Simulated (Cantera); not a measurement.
Dilute partial oxidation

An isothermal, constant-pressure homogeneous reactor starts with 0.624 % CH3OH, 0.277 % O2, 99.1 % N2, equivalence ratio 3.4, at 1025 K and 760 Torr.

Detailed kinetics in Cantera: GRI-Mech 3.0 (53 species, 325 reactions). GRI-Mech 3.0 was tuned for natural gas; its chemistry of methanol as a main component is partial and can be far from experiment.

| t (s) | x CH3OH | x O2 | x C2H | x HO2 | x C2H2 |
|---|---|---|---|---|---|
| 4.00e-6 | 0.00624 | 0.00277 | <1e-12 | <1e-12 | <1e-12 |
| 1.32e-5 | 0.00624 | 0.00277 | <1e-12 | 3.86e-12 | <1e-12 |
| 4.35e-5 | 0.00624 | 0.00277 | <1e-12 | 3.10e-11 | <1e-12 |
| 0.000143 | 0.00624 | 0.00277 | <1e-12 | 1.29e-10 | <1e-12 |
| 0.000473 | 0.00624 | 0.00277 | <1e-12 | 4.69e-10 | <1e-12 |
| 0.00156 | 0.00624 | 0.00277 | <1e-12 | 1.70e-9 | <1e-12 |
| 0.00514 | 0.00624 | 0.00277 | <1e-12 | 6.23e-9 | <1e-12 |
| 0.0169 | 0.00624 | 0.00277 | <1e-12 | 2.16e-8 | <1e-12 |
| 0.0558 | 0.00624 | 0.00277 | <1e-12 | 7.18e-8 | <1e-12 |
| 0.184 | 0.00624 | 0.00277 | <1e-12 | 2.36e-7 | <1e-12 |
| 0.607 | 0.00623 | 0.00277 | <1e-12 | 1.25e-6 | <1e-12 |
| 2.00 | 1.27e-11 | 2.63e-7 | <1e-12 | 1.66e-10 | 5.39e-11 |
x: mole fraction; the columns are a selection and need not sum to one.

Equilibrium at this temperature and pressure: CH3OH <1e-12, O2 <1e-12, C2H <1e-12, HO2 <1e-12, C2H2 <1e-12 (gas phase only).
